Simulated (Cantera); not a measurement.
Source: NASA polynomial tables (part measured, part estimated), evaluated in Cantera. Values are per mole of reaction as written; species without (g) are pure solids or liquids, kept so even where they would boil at 1 bar.

5 NO2(g) + 4 PH3(g) → N(g) + P4O10(g) + 4 NH3(g), with ΔH° = -2807.8 kJ and ΔS° = -713.6 J/K at 300 K.

**Question.** How far is the shortcut ΔG° ≈ ΔH°(300 K) − T·ΔS°(300 K) from the full temperature-dependent value at 1025, 1075, 1125, 1175, 1225, 1275, 1325, 1375, 1425, 1475, 1525 K?

**Answer.** 
```json
[
 {"T (K)": "1025", "shortcut (kJ)": "-2076.4", "full (kJ)": "-2094.0", "difference (kJ)": "17.6", "difference in log10 K": "-0.89"},
 {"T (K)": "1075", "shortcut (kJ)": "-2040.8", "full (kJ)": "-2060.4", "difference (kJ)": "19.6", "difference in log10 K": "-0.95"},
 {"T (K)": "1125", "shortcut (kJ)": "-2005.1", "full (kJ)": "-2026.9", "difference (kJ)": "21.8", "difference in log10 K": "-1.01"},
 {"T (K)": "1175", "shortcut (kJ)": "-1969.4", "full (kJ)": "-1993.5", "difference (kJ)": "24.0", "difference in log10 K": "-1.07"},
 {"T (K)": "1225", "shortcut (kJ)": "-1933.7", "full (kJ)": "-1960.1", "difference (kJ)": "26.3", "difference in log10 K": "-1.12"},
 {"T (K)": "1275", "shortcut (kJ)": "-1898.1", "full (kJ)": "-1926.8", "difference (kJ)": "28.7", "difference in log10 K": "-1.18"},
 {"T (K)": "1325", "shortcut (kJ)": "-1862.4", "full (kJ)": "-1893.5", "difference (kJ)": "31.1", "difference in log10 K": "-1.23"},
 {"T (K)": "1375", "shortcut (kJ)": "-1826.7", "full (kJ)": "-1860.3", "difference (kJ)": "33.6", "difference in log10 K": "-1.28"},
 {"T (K)": "1425", "shortcut (kJ)": "-1791.0", "full (kJ)": "-1827.2", "difference (kJ)": "36.1", "difference in log10 K": "-1.32"},
 {"T (K)": "1475", "shortcut (kJ)": "-1755.4", "full (kJ)": "-1794.1", "difference (kJ)": "38.7", "difference in log10 K": "-1.37"},
 {"T (K)": "1525", "shortcut (kJ)": "-1719.7", "full (kJ)": "-1761.1", "difference (kJ)": "41.4", "difference in log10 K": "-1.42"}
]
```
The shortcut ignores the heat-capacity change of the reaction.
